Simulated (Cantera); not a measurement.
An isothermal, constant-pressure homogeneous reactor starts with H2 : O2 = 0.34 : 1 (molar parts), equivalence ratio 0.17, at 1400 K and 0.0267 bar.

Computed with Cantera and the H2/O2 subset of GRI-Mech 3.0, which has no nitrogen chemistry. Radical loss at walls, strong at low pressure, is not modelled. The temperature is held fixed by assumption; the heat of reaction is taken as removed at once.

One state of this run: x H2 = 0.0124; x O2 = 0.626; x H2O2 = 5.52e-7; x H = 0.0522; x H2O = 0.218; x O = 0.0728. x: mole fraction; the columns are a selection and need not sum to one.

Which value of t (s) does it belong to?
A. 0.196
B. 0.00188
C. 0.0417
D. 0.00408

B, 0.00188
